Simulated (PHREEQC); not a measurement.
Dissolve 9.2 mmol/kgw H2SO4, 0.0065 mmol/kgw H4SiO4 and 3.2 mmol/kgw KH2PO4 at 25 °C. Closed to the air; pH follows from the charge balance.

Model: ion-association model, wateq4f.dat, run in PHREEQC.

This is a speciation only: nothing precipitates in the calculation.

Question: Predict the pH, ionic strength.

Answer: pH 1.95; ionic strength 0.0211 mol/kgw.

Question: In which forms is S present?

Answer: SO4-2 58 %, HSO4- 42 %, KSO4- 0.7 % of the S.

Species that the database lacks are ignored. H3PO4, which wateq4f.dat lacks, is added to it with the constant of phreeqc.dat.
